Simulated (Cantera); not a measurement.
Charge: 1 mol SiH2Cl2, 6.3 mol NH3, 2.6 mol H2, held at 1.13 Torr.

Cantera equilibrium calculation (NASA polynomials, part measured and part estimated; ideal gas, pure solids and liquids). Candidate condensed phases: NH4Cl, Si, Si3N4; 28 gas species. Kinetics and transport are ignored. All values below are at 852 °C.

Base state: H2 0.729, N2 0.150, HCl 0.121, SiCl4 3.14e-5, SiCl2 2.04e-5 (mole fractions); condensed: Si3N4(s).

**Question.** What changes in the equilibrium state with this change: NH3 from 6.3 to 0.5 mol?

**Answer.** 
```json
[
 {"species": "H2", "before": "0.729", "after": "0.796"},
 {"species": "HCl", "before": "0.121", "after": "0.113"},
 {"species": "SiCl4", "before": "3.14e-5", "after": "0.0414"},
 {"species": "N2", "before": "0.150", "after": "1.58e-6"},
 {"species": "SiCl2", "before": "2.04e-5", "after": "0.0337"},
 {"species": "SiCl3", "before": "7.22e-6", "after": "0.0107"},
 {"species": "SiH2Cl2", "before": "4.24e-8", "after": "7.67e-5"},
 {"species": "SiHCl3", "before": "3.30e-6", "after": "0.00509"},
 {"species": "Si3N4(s), mol", "before": "0.333", "after": "0.125"},
 {"species": "Si(s), mol", "before": "0", "after": "0.162"}
]
```
Mutual solubility and eutectic melting of coexisting phases are not modelled. The tables' values for SiCl3 are old estimates; treat these amounts as uncertain.
